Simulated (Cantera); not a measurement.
Thermodynamics of carbothermic reduction, feed Fe3O4 + C + H2

Input: 1 mol Fe3O4, 0.31 mol C, a varied amount of H2, held at 1877 °C and 1.33 mbar.

Cantera equilibrium calculation (NASA polynomials, part measured and part estimated; ideal gas, pure solids and liquids). Candidate condensed phases: C, C6H6, C7H8, C8H18, Fe, Fe(CO)5, FeO, Fe(OH)2, Fe(OH)3, Fe2O3, Fe3O4, H2O; 114 gas species. The tables' stoichiometric FeO is somewhat more stable than real wüstite, so its field is too wide. FeO: taken at fixed stoichiometry. Kinetics and transport are ignored.

From 0.63 mol H2 to 4.9 mol H2 the condensed part is FeO(l). From 6 mol H2 to 10 mol H2 nothing is condensed. The main Fe-bearing gas is Fe throughout.

```csv
n(H2) (mol),x H2O,x H2,x Fe,x CO2,x CO,x H,x OH,x O2,x FeO,n FeO(l)
0.63,0.461,0.0674,0.0910,0.157,0.117,0.0300,0.0265,0.0241,0.0173,2.88
1.7,0.414,0.156,0.234,0.0375,0.0722,0.0456,0.0157,0.00363,0.0173,2.29
2.8,0.389,0.177,0.283,0.0199,0.0462,0.0486,0.0138,0.00249,0.0173,1.59
3.8,0.378,0.185,0.304,0.0139,0.0346,0.0496,0.0131,0.00216,0.0173,0.943
4.9,0.371,0.189,0.317,0.0104,0.0271,0.0502,0.0127,0.00198,0.0173,0.227
6,0.348,0.239,0.298,0.00710,0.0250,0.0565,0.0106,0.00109,0.0121,0
7,0.320,0.298,0.272,0.00502,0.0239,0.0630,0.00875,0.000595,0.00814,0
8.1,0.292,0.352,0.247,0.00365,0.0225,0.0685,0.00735,0.000355,0.00571,0
9.2,0.268,0.398,0.226,0.00277,0.0210,0.0728,0.00635,0.000234,0.00424,0
10,0.253,0.427,0.212,0.00232,0.0200,0.0754,0.00578,0.000181,0.00351,0
```
x: gas mole fraction; n: condensed amount in mol.
